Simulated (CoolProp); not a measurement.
Vapour-liquid equilibrium of C2F6 (R116) (1) + R134a (2) at 235.8 K; x and y are mole fractions of (1).

The numbers come from the multi-fluid Helmholtz-energy mixture model, Lemmon 2006 and Tillner-Roth 1994; pair parameters Bell 2016 in CoolProp.

```tsv
x	bubble pressure, mixture model (MPa)	bubble pressure, Raoult's law (MPa)	y, mixture model	y, Raoult's law
0.05	0.1604	0.08549	[?]	0.347
0.15	0.3046	0.1390	0.815	0.641
0.25	[?]	0.1925	0.860	0.771
0.35	0.4372	0.2460	0.880	0.845
0.45	0.4647	0.2995	0.890	0.892
0.55	0.4836	0.3530	0.898	0.925
0.65	0.5014	0.4065	0.907	0.949
0.75	[?]	0.4600	0.920	0.968
0.85	0.5478	0.5135	[?]	0.983
0.95	[?]	0.5670	0.975	0.995
```

Question: Some entries are withheld; supply them.

Answer: 
- 0.05, y, mixture model: 0.637
- 0.25, bubble pressure, mixture model (MPa): 0.3895
- 0.75, bubble pressure, mixture model (MPa): 0.5222
- 0.85, y, mixture model: 0.941
- 0.95, bubble pressure, mixture model (MPa): 0.5780

The largest gap from Raoult's law is +119.1 % in bubble pressure, at x = 0.15. No azeotrope shows between x = 0.05 and 0.95.

Pair parameters are fitted to limited data, so mixtures are less certain than the pure fluids. With so large a gap from Raoult's law the liquid may split in two, which this calculation doesn't test in full.
